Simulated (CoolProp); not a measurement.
The fluid at 298.15 K and 0.201 MPa is throttled through a valve to 0.0256 MPa with no heat exchange. The same conditions are run with several fluids, on thermodynamics alone (safety and materials aside).

Values from CoolProp's reference Helmholtz-energy equation of state of each fluid (propane: Lemmon 2009; carbon dioxide: Span 1996; R142b: Lemmon 2006; CF4 (R14): Platzer 1990; R152A: Outcalt 1996). The equations of Platzer and Polt are older, rougher fits.

Problem. Rank propane, carbon dioxide, R142b, CF4 (R14), R152A by temperature change (K), highest first.

Solution. CF4 (R14) (-1.0), carbon dioxide (-1.9), propane (-3.1), R142b (-4.9), R152A (-5.1)

```csv
fluid,final density (kg/m³)
propane,0.462
carbon dioxide,0.458
R142b,1.06
CF4 (R14),0.913
R152A,0.698
```
